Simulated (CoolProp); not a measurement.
The fluid at 261.46 K and 0.101 MPa expands adiabatically to 0.00713 MPa with isentropic efficiency 0.8. The same conditions are run with several fluids, on thermodynamics alone (safety and materials aside).

Model: reference Helmholtz-energy equation of state of each fluid (R125: Lemmon 2005; C3F8 (R218): Lemmon 2006; carbonyl sulfide: Lemmon 2006), in CoolProp.

```json
[
 {"fluid": "R125", "work (kJ/kg)": "33.2", "final temperature (K)": "210.8", "final phase": "gas", "final density (kg/m³)": "0.490"},
 {"fluid": "C3F8 (R218)", "work (kJ/kg)": "22.2", "final temperature (K)": "227.7", "final phase": "gas", "final density (kg/m³)": "0.711"},
 {"fluid": "carbonyl sulfide", "work (kJ/kg)": "59.1", "final temperature (K)": "178.5", "final phase": "two-phase, vapour fraction 0.971", "final density (kg/m³)": "0.298"}
]
```
